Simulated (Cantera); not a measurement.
A freely propagating, adiabatic, planar premixed flame of CH₄ : C₂H₆ : C₃H₈ : O₂ : N₂ : CO₂ = 1 : 0.059 : 0.088 : 3.84 : 14.4 : 0.95 (molar parts), equivalence ratio 0.69, unburnt at 623 K and 101000 Pa; mixture-averaged transport, grid criteria slope 0.08 and curve 0.16, no radiation.

Computed with Cantera and GRI-Mech 3.0 (53 species, 325 reactions). Burning velocities carry a grid error of a few per cent, more on coarse grids.

### Question
How do the results move with these cheaper or finer settings: unity-Lewis-number transport; multicomponent transport; multicomponent+Soret transport; grid criteria slope 0.5, curve 1; grid criteria slope 0.25, curve 0.5; grid criteria slope 0.03, curve 0.06?

### Answer
```csv
setting,laminar burning velocity,thermal thickness,peak x(H),peak x(HO₂),grid points
as above,75.8 cm/s,0.454 mm,0.00250,0.000213,127
unity-Lewis-number transport,66.1 cm/s,0.453 mm,0.00312,0.000173,134
multicomponent transport,76.3 cm/s,0.458 mm,0.00252,0.000213,128
multicomponent+Soret transport,75.2 cm/s,0.461 mm,0.00249,0.000213,128
"grid criteria slope 0.5, curve 1",83.1 cm/s,0.497 mm,0.00257,0.000210,38
"grid criteria slope 0.25, curve 0.5",79.6 cm/s,0.467 mm,0.00257,0.000212,53
"grid criteria slope 0.03, curve 0.06",74.5 cm/s,0.451 mm,0.00246,0.000213,323
```
The base run took around 9 core-seconds (rough).
Unity Lewis numbers drop preferential diffusion, which matters most where H2 and H carry the flame; Soret adds thermal diffusion.
